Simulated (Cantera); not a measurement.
## Ignition delay

Mixture: 4.42 % CH₄, 20.1 % O₂, 75.5 % N₂, equivalence ratio 0.44, at 1000000 Pa, adiabatic and at constant pressure. Ignition delay is the time to a rise of 400 K.

Detailed kinetics in Cantera: GRI-Mech 3.0 (53 species, 325 reactions).

```
T0 (K)  delay (ms)
------  ----------
1000          69.4
1050          29.0
1100          13.3
1150          6.53
1200          3.40
1250          1.85
1300          1.04
1350         0.606
1400         0.363
1450         0.224
```

```json
{
  "apparent activation energy between 1350 and 1450 K": "160 kJ/mol"
}
```
